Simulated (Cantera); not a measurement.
# Stirred combustor or abatement burner

A perfectly stirred reactor is fed with C2H6 : O2 : N2 : H2O = 1 : 1.8 : 20.3 : 1.2 (molar parts), equivalence ratio 1.9, at 5330 Torr; it is adiabatic with a 750 K inlet, and is followed from long to short residence time, starting on the burning branch (τ in s: 0.38, 0.12, 0.036, 0.011, 0.0034, 0.001, 0.00032, 9.8e-05, 3e-05, 9.3e-06).

Model: GRI-Mech 3.0 (53 species, 325 reactions), integrated in Cantera.

```json
[
 {"τ (s)": "0.38", "T (K)": "1404", "x C2H6": "0.000103", "x O2": "0.000803", "x H2O": "0.100", "x C2H2": "0.00386", "x HO2": "5.08e-7"},
 {"τ (s)": "0.12", "T (K)": "1391", "x C2H6": "0.000199", "x O2": "0.00143", "x H2O": "0.101", "x C2H2": "0.00333", "x HO2": "1.36e-6"},
 {"τ (s)": "0.036", "T (K)": "1374", "x C2H6": "0.000412", "x O2": "0.00269", "x H2O": "0.102", "x C2H2": "0.00250", "x HO2": "3.75e-6"},
 {"τ (s)": "0.011", "T (K)": "1344", "x C2H6": "0.000939", "x O2": "0.00540", "x H2O": "0.102", "x C2H2": "0.00150", "x HO2": "1.09e-5"},
 {"τ (s)": "0.0034", "T (K)": "1274", "x C2H6": "0.00284", "x O2": "0.0125", "x H2O": "0.101", "x C2H2": "0.000611", "x HO2": "4.47e-5"},
 {"τ (s)": "0.0010", "T (K)": "750", "x C2H6": "0.0412", "x O2": "0.0741", "x H2O": "0.0494", "x C2H2": "<1e-12", "x HO2": "<1e-12"},
 {"τ (s)": "0.00032", "T (K)": "750", "x C2H6": "0.0412", "x O2": "0.0741", "x H2O": "0.0494", "x C2H2": "<1e-12", "x HO2": "<1e-12"},
 {"τ (s)": "9.8e-5", "T (K)": "750", "x C2H6": "0.0412", "x O2": "0.0741", "x H2O": "0.0494", "x C2H2": "<1e-12", "x HO2": "<1e-12"},
 {"τ (s)": "3.0e-5", "T (K)": "750", "x C2H6": "0.0412", "x O2": "0.0741", "x H2O": "0.0494", "x C2H2": "<1e-12", "x HO2": "<1e-12"},
 {"τ (s)": "9.3e-6", "T (K)": "750", "x C2H6": "0.0412", "x O2": "0.0741", "x H2O": "0.0494", "x C2H2": "<1e-12", "x HO2": "<1e-12"}
]
```
x: mole fraction; the columns are a selection and need not sum to one.
